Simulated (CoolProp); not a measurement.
The fluid at 365.01 K and 0.037 MPa is compressed adiabatically to 0.0693 MPa with isentropic efficiency 0.85. The same conditions are run with several fluids, on thermodynamics alone (safety and materials aside).

Computed with CoolProp (reference Helmholtz-energy equation of state of each fluid (toluene: Lemmon 2006; carbon dioxide: Span 1996; vinyl chloride: Thol 2022; nitrogen: Span 2000; n-perfluorobutane: Gao 2022)).

```csv
fluid,work (kJ/kg),final temperature (K),final density (kg/m³)
toluene,(withheld),(withheld),2.06
carbon dioxide,54.3,423.2,0.868
vinyl chloride,37.2,(withheld),1.30
nitrogen,87.6,448.8,0.520
n-perfluorobutane,9.45,375.4,5.34
```

Q: Some entries are withheld; supply them.

A: 
- toluene, work (kJ/kg): 24.3
- toluene, final temperature (K): 383.0
- vinyl chloride, final temperature (K): 402.0
